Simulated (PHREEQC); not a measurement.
Solution (25 °C): 0.0032 mol/kgw MgCl2, 0.056 mol/kgw Na2SO4 and 0.0002 mol/kgw H4SiO4. Closed to the air; pH follows from the charge balance.

Computed with PHREEQC (ion-association model, phreeqc.dat).

| Property | Value |
|---|---|
| pH | 6.87 |
| ionic strength | 0.155 mol/kgw |
| specific conductance | 9690 µS/cm |
| density | 1.004 g/cm³ |

```json
[
 {"species": "Na+", "molality": "0.104", "activity": "0.0793", "log γ": "-0.119"},
 {"species": "SO4-2", "molality": "0.0465", "activity": "0.0149", "log γ": "-0.494"},
 {"species": "NaSO4-", "molality": "0.00777", "activity": "0.00592", "log γ": "-0.118"},
 {"species": "Cl-", "molality": "0.00640", "activity": "0.00470", "log γ": "-0.134"},
 {"species": "MgSO4", "molality": "0.00176", "activity": "0.00183", "log γ": "0.015"},
 {"species": "Mg+2", "molality": "0.00144", "activity": "0.000523", "log γ": "-0.438"}
]
```

This is a speciation only: nothing precipitates in the calculation. Saturation is exceeded, for instance for Quartz (slow to form); the values hold only as long as no solid forms. Complexes and solids missing from the database can't appear.
